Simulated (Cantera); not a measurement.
What does this Cantera script print?

```python
import numpy as np
import cantera as ct

gas_names = """
    B BH BH2 BH3 BN B2 H H2 N NH NH2 NH3 N2 N2H2 N2H4
""".split()
cond_names = """
    B(b) B(L) BN(s)
""".split()


# ... load() reads the species with a 1 bar reference pressure and builds the phases ...
atoms = {
    'BN': {'B': 1, 'N': 1},
    'H2': {'H': 2},
    'N2': {'N': 2},
}
top_T = {'BN(s)': 3200}  # K; cautious upper limits of use, not melting points


# ... equilibrate(T, P, feed) seeds the gas with the atoms and calls Mixture.equilibrate('TP', solver="vcs", rtol=1e-11, max_steps=5000) ...
results = []
feed = {'BN': 1, 'H2': 130, 'N2': 0.62}  # mol
T = 1748.15  # K
P = 33000  # Pa
mix = equilibrate(T, P, feed)
results.append((T, P, feed, dict(zip(mix.species_names, mix.species_moles))))
x = sorted(zip(gas.X, gas.species_names), reverse=True)
print(f"T = {T:g} K  P = {P:g} Pa  gas = {mix.phase_moles(0):.4g} mol")
print("   x: " + "  ".join(f"{s} {v:.3e}" for v, s in x if v > 1e-05))
print("   condensed (mol): " + ("  ".join(f"{mix.phase(i).name} {mix.phase_moles(i):.4g}"
      for i in range(1, mix.n_phases) if mix.phase_moles(i) > 1e-12) or "none"))
```

Result:

```
T = 1748.15 K  P = 33000 Pa  gas = 130.6 mol
   x: H2 9.949e-01  N2 4.747e-03  H 3.972e-04
   condensed (mol): BN(s) 0.9996
```

Equilibrium computed with Cantera from the NASA thermochemical tables; the gas is ideal and each condensed phase is pure.
